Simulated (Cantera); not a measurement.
Cantera run, input and output.

```python
import numpy as np
import cantera as ct

gas = ct.Solution("gri30.yaml")
gas.TPX = 1750, 600000, {'C3H8': 1, 'O2': 8.06, 'N2': 80.6}
reactor = ct.IdealGasReactor(gas, energy="on", clone=False)
net = ct.ReactorNet([reactor])
net.rtol, net.atol = 1e-08, 1e-16
show = ['C3H8', 'O2', 'N2O', 'C2H4', 'OH', 'C2H2']
times = np.geomspace(1e-06, 6, 10)

steps = ct.SolutionArray(gas, extra=["t"])
rows = []
print(f"{'t/s':>10s}{'T/K':>9s}{'P/Pa':>11s}" + "".join(f"{s:>11s}" for s in show))
for t in times:
    while net.time < t:
        t_next = net.step()
        steps.append(gas.state, t=t_next)
    rows.append([np.interp(t, steps.t, y) for y in (steps.T, steps.P, *steps(*show).X.T)])
    print(f"{t:10.3e}{rows[-1][0]:9.1f}{rows[-1][1]:11.4g}" + "".join(f"{x:11.3e}" for x in rows[-1][2:]))
rate = np.gradient(steps.T, steps.t)
print("integrator steps:", len(steps.t))
if steps.T.max() > steps.T[0] + 200:
    print(f"time of steepest temperature rise: {steps.t[rate.argmax()]:.4e} s")
gas.TPX = 1750, 600000, {'C3H8': 1, 'O2': 8.06, 'N2': 80.6}
gas.equilibrate("UV")
print(f"equilibrium (UV): T = {gas.T:.1f} K  " + "  ".join(f"{s} {gas[s].X[0]:.3e}" for s in show))
```

Output:

```
       t/s      T/K       P/Pa       C3H8         O2        N2O       C2H4         OH       C2H2
 1.000e-06   1736.1  5.969e+05  9.046e-03  8.917e-02  1.947e-09  1.790e-03  9.361e-05  6.562e-06
 5.664e-06   1963.9  6.935e+05  2.251e-06  6.261e-02  1.237e-07  1.772e-03  2.246e-03  1.145e-03
 3.208e-05   2410.4  8.411e+05 -1.242e-46  3.469e-02  2.068e-06  2.189e-26  5.092e-03  1.530e-21
 1.817e-04   2480.1   8.62e+05 -1.278e-46  3.345e-02  1.513e-06  2.979e-27  3.260e-03  2.157e-21
 1.029e-03   2477.1  8.609e+05  8.601e-51  3.283e-02  1.495e-06  1.924e-28  3.206e-03  7.377e-23
 5.830e-03   2466.3  8.571e+05  7.123e-51  3.079e-02  1.468e-06  1.660e-28  3.054e-03  6.162e-23
 3.302e-02   2459.4  8.546e+05  6.326e-51  2.949e-02  1.461e-06  1.512e-28  2.959e-03  5.495e-23
 1.870e-01   2459.3  8.546e+05  6.322e-51  2.948e-02  1.461e-06  1.511e-28  2.958e-03  5.491e-23
 1.059e+00   2459.3  8.546e+05  6.322e-51  2.948e-02  1.461e-06  1.511e-28  2.958e-03  5.491e-23
 6.000e+00   2459.3  8.546e+05  6.322e-51  2.948e-02  1.461e-06  1.511e-28  2.958e-03  5.491e-23
integrator steps: 1575
time of steepest temperature rise: 5.8608e-06 s
equilibrium (UV): T = 2459.3 K  C3H8 1.118e-50  O2 2.948e-02  N2O 1.461e-06  C2H4 1.846e-28  OH 2.958e-03  C2H2 6.280e-23
```

Model: GRI-Mech 3.0 (53 species, 325 reactions), integrated in Cantera. GRI-Mech 3.0 was tuned for natural gas; its chemistry of propane as a main component is partial and can be far from experiment.
